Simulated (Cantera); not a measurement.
Charge: 1 mol CH4, 0.32 mol O2, a varied amount of H2, equilibrated at 725 °C and 1 atm.

Cantera equilibrium calculation (NASA polynomials, part measured and part estimated; ideal gas, pure solids and liquids). Candidate condensed phases: C, C6H6, C7H8, C8H18, H2O; 110 gas species. The numbers say what is thermodynamically allowed, not how fast it happens.

Question: At 9 mol H2, list the 5 most abundant gas species with their mole fractions, and the condensed phases.

Answer: H2 0.888, CH4 0.0540, CO 0.0371, H2O 0.0196, CO2 0.00119. Condensed: gas only.
